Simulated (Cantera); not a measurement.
An isothermal, constant-pressure homogeneous reactor starts with N2O = 1 (molar parts), at 1275 K and 100.0 Torr. Integrator tolerance rtol = 1e-08.

Cantera simulation using GRI-Mech 3.0 (53 species, 325 reactions); the numbers are that mechanism's predictions, not measurements. GRI-Mech 3.0 was tuned for natural gas; its chemistry of N2O as a main component is partial and can be far from experiment. The mechanism lacks the step 2 NO + O2 → 2 NO2, which can matter for NO2 below about 1400 K. The temperature is held fixed by assumption; the heat of reaction is taken as removed at once.

**Question.** What does this change do: temperature 1275 to 1148 K?

**Answer.** 
```
quantity                                            before                                    after
----------------  ----------------------------------------  ---------------------------------------
x(N2O) at 20.0 s   0.00556 (gas-phase equilibrium 8.80e-9)    0.463 (gas-phase equilibrium 3.66e-9)
x(NO) at 20.0 s    0.0837 (gas-phase equilibrium 0.000391)  0.0299 (gas-phase equilibrium 0.000150)
x(O2) at 20.0 s        0.289 (gas-phase equilibrium 0.333)      0.164 (gas-phase equilibrium 0.333)
x(NO2) at 20.0 s  0.000194 (gas-phase equilibrium 2.15e-6)  5.15e-5 (gas-phase equilibrium 1.51e-6)
x(O) at 20.0 s     7.23e-7 (gas-phase equilibrium 1.78e-7)  7.28e-7 (gas-phase equilibrium 1.26e-8)
```
